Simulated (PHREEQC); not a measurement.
A solution holds 1.9 mmol/kgw CaCl2, 0.23 mmol/kgw Na2SO4 and 14 mmol/kgw KBr, at 20 °C. Closed to the air; pH follows from the charge balance.

All values are PHREEQC results (ion-association model, phreeqc.dat), not measurements.

Task: The ionic strength comes out as 0.0203 mol/kgw. What activity coefficients do KSO4-, Na+, SO4-2, Br-, K+ get?

Result: KSO4- 0.87, Na+ 0.87, SO4-2 0.58, Br- 0.86, K+ 0.87.

Precipitation was switched off in this run.
